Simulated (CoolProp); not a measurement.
Properties of benzene along the isotherm 312.9 K (Tc = 562.0 K, pc = 49.06 bar, ω = 0.211).

The numbers come from the reference Helmholtz-energy equation of state, Thol 2012 in CoolProp.

```csv
p (bar),phase,isothermal compressibility (1/MPa),fugacity coefficient
16.4,liquid,0.001074,___
32.7,liquid,0.001055,0.008172
49.1,liquid,0.001036,0.005763
65.4,liquid,0.001018,0.004579
81.8,liquid,0.001001,0.003876
98.1,liquid,___,0.003420
114,liquid,___,0.003109
131,liquid,0.0009527,0.002869
147,liquid,___,0.002702
164,liquid,0.0009234,0.002568
180,liquid,___,0.002473
196,liquid,0.0008968,0.002399
213,liquid,0.0008834,0.002340
229,liquid,0.0008712,0.002299
245,liquid,0.0008594,0.002270
```

### Question
What belongs in the gaps?

### Answer

- 16.4, fugacity coefficient: 0.01539
- 98.1, isothermal compressibility (1/MPa): 0.0009842
- 114, isothermal compressibility (1/MPa): 0.0009687
- 147, isothermal compressibility (1/MPa): 0.0009383
- 180, isothermal compressibility (1/MPa): 0.0009099
